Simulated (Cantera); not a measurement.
Feed: 1 mol Si3N4, 1.7 mol F2, 85 mol H2, held at 950 K and 33.0 Pa.

Method: chemical equilibrium by Gibbs-energy minimisation in Cantera with the NASA 1993 tables (ideal gas, pure condensed phases). Candidate condensed phases: Si, Si3N4; 37 gas species. Kinetics and transport are ignored.

Base state: H2 0.983, SiF4 0.00975, N2 0.00653, HF 0.000230, SiHF3 3.80e-5 (mole fractions); condensed: Si3N4(s).

Problem. What changes in the equilibrium state with this change: F2 from 1.7 to 17 mol?

Solution. 
```json
[
 {"species": "H2", "before": "0.983", "after": "0.733"},
 {"species": "HF", "before": "0.000230", "after": "0.218"},
 {"species": "SiF4", "before": "0.00975", "after": "0.0297"},
 {"species": "N2", "before": "0.00653", "after": "0.0198"},
 {"species": "SiHF3", "before": "3.80e-5", "after": "9.10e-8"},
 {"species": "Si3N4(s), mol", "before": "0.718", "after": "0"}
]
```
